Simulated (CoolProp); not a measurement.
Saturation properties of octamethyltrisiloxane (MDM) (Tc = 292.2 °C, pc = 1438 kPa, ω = 0.528).

Values from CoolProp's reference Helmholtz-energy equation of state, Thol 2017.

```
T (°C)  p (kPa)  vapour density (kg/m³)
------  -------  ----------------------
52.55     2.501                  0.2195
75.05     7.338                  0.6060
97.55     18.23                   1.429
120.05    39.64                   2.981
142.55    77.53                   5.652
165.05    139.1                   9.964
187.55    233.0                   16.64
210.05    368.5                   26.76
232.55    556.9                   42.24
```

It boils at 152.5 °C under 1 atm.
